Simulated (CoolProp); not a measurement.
C2F6 (R116) along the isotherm 151.85 °C: Z from the reference equation and from simpler models built on Tc = 19.9 °C, pc = 3.048 MPa, ω = 0.257; each cubic takes its own stable root.

Computed with CoolProp (reference Helmholtz-energy equation of state, Lemmon 2006). It is a short technical equation, of lower accuracy than the large ones.

```
p (MPa)          phase  reference
-------  -------------  ---------
0.0964             gas     0.9974
0.163              gas     0.9956
0.274              gas     0.9926
0.463              gas     0.9875
0.782              gas     0.9790
1.32               gas     0.9650
2.23               gas     0.9422
3.76     supercritical     0.9067
6.34     supercritical     0.8587
10.7     supercritical     0.8286
18.1     supercritical     0.9186
30.5     supercritical      1.198
```

Q: How far does each simpler model (van der Waals, Redlich-Kwong, Soave-Redlich-Kwong, Peng-Robinson) lie from the reference over these 12 states: mean and median of the absolute difference, and the worst?

A: 
- van der Waals: mean 4.0 %, median 1.7 %, worst -11.5 % at 151.85 °C and 6.34 MPa
- Redlich-Kwong: mean 2.7 %, median 1.7 %, worst -7.1 % at 151.85 °C and 10.7 MPa
- Soave-Redlich-Kwong: mean 1.3 %, median 0.4 %, worst +5.2 % at 151.85 °C and 10.7 MPa
- Peng-Robinson: mean 1.3 %, median 0.6 %, worst -6.7 % at 151.85 °C and 30.5 MPa
